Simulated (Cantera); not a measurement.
Charge: 1 mol Si, 0.0067 mol H₂O, 310 mol H₂, held at 1.00 Pa.

Equilibrium computed with Cantera from the NASA thermochemical tables; the gas is ideal and each condensed phase is pure. Candidate condensed phases: H₂O, Si, SiO₂; 18 gas species. Equilibrium is a limit: real reactors are often held back by kinetics, nucleation or transport.

### Question
At 1550 K, list the 5 most abundant gas species with their mole fractions, and the condensed phases.

### Answer
H₂ 0.987, H 0.00989, Si 0.00314, SiH 2.59e-5, SiO 2.14e-5. Condensed: gas only.
